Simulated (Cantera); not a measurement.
What does this Cantera script print?

```python
import numpy as np
import cantera as ct

gas_names = """
    H H2 N NH NH2 NH3 N2 N2H2 N2H4 Si SiH SiH2 SiH3 SiH4 SiN Si2 Si2N Si3
""".split()
cond_names = """
    Si(cr) Si(L) Si3N4(a)
""".split()


def load(file, names, dense=False):
    # The tables refer to 1 bar. Condensed volumes are neglected.
    table = {s.name: s for s in ct.Species.list_from_file(file)}
    out = []
    for n in names:
        d = dict(table[n].input_data)
        d["thermo"] = dict(d["thermo"], **{"reference-pressure": 1e5})
        if dense:
            d["equation-of-state"] = {"model": "constant-volume", "density": "1e6 g/cm^3"}
        out.append(ct.Species.from_dict(d))
    return out


gas = ct.Solution(thermo="ideal-gas", species=load("nasa_gas.yaml", gas_names))
cond = {s.name: ct.Solution(thermo="fixed-stoichiometry", species=[s], name=s.name)
        for s in load("nasa_condensed.yaml", cond_names, dense=True)}
atoms = {
    'Si3N4': {'Si': 3, 'N': 4},
    'H2': {'H': 2},
}
top_T = {'Si3N4(a)': 2400}  # K; cautious upper limits of use, not melting points


def equilibrate(T, P, feed):
    n = {}
    for name, mol in feed.items():
        for a, k in atoms[name].items():
            n[a] = n.get(a, 0.0) + k * mol
    gas.TPX = T, P, n
    mass = sum(n.values()) * gas.mean_molecular_weight
    gas.equilibrate("TP")
    valid = [c for c in cond.values() if c.min_temp <= T <= top_T.get(c.name, c.max_temp)]
    mix = ct.Mixture([(gas, mass / gas.mean_molecular_weight)] + [(c, 0.0) for c in valid])
    mix.T, mix.P = T, P
    mix.equilibrate("TP", solver="vcs", rtol=1e-11, max_steps=5000)
    return mix


results = []
feed = {'Si3N4': 1, 'H2': 5.5}  # mol
P = 100000  # Pa
for T in [1675, 1725, 1775, 1825, 1875, 1925, 1975]:
    mix = equilibrate(T, P, feed)
    results.append((T, P, feed, dict(zip(mix.species_names, mix.species_moles))))

top = {s: max(r[3][s] / sum(r[3][g] for g in gas_names) for r in results) for s in gas_names}
cols = sorted((s for s in top if top[s] > 1e-05), key=lambda s: -top[s])[:8]
seen = [c for c in cond_names if any(r[3].get(c, 0) > 1e-12 for r in results)]
print("log10 of partial pressures in bar; condensed amounts in mol")
print(f"{'T/K':>10s}" + "".join(f"{s[:9]:>10s}" for s in cols + seen))
for T, P, feed, n in results:
    ng = sum(n[g] for g in gas_names)
    print(f"{T:10.4g}" + "".join(f"{np.log10(max(n[s] / ng * P / 1e5, 1e-99)):10.3f}" for s in cols)
          + "".join(f"{n.get(c, 0):10.4g}" for c in seen))
```

Output:

```
log10 of partial pressures in bar; condensed amounts in mol
       T/K        H2        N2         H      SiH2        Si       SiH    Si(cr)     Si(L)  Si3N4(a)
      1675    -0.001    -2.988    -3.935    -4.950    -6.363    -6.138  0.008412         0    0.9972
      1725    -0.001    -2.611    -3.732    -4.765    -5.993    -5.839         0   0.02017    0.9932
      1775    -0.003    -2.235    -3.540    -4.604    -5.659    -5.571         0   0.04815    0.9839
      1825    -0.006    -1.881    -3.359    -4.454    -5.342    -5.319         0    0.1098    0.9633
      1875    -0.013    -1.546    -3.190    -4.317    -5.043    -5.082         0    0.2414    0.9194
      1925    -0.027    -1.229    -3.033    -4.194    -4.759    -4.862         0    0.5174    0.8273
      1975    -0.055    -0.928    -2.891    -4.092    -4.490    -4.661         0     1.103    0.6321
```

Cantera equilibrium calculation (NASA polynomials, part measured and part estimated; ideal gas, pure solids and liquids). Mutual solubility and eutectic melting of coexisting phases are not modelled. Gases not in the tables: Si2H6 and higher silanes.
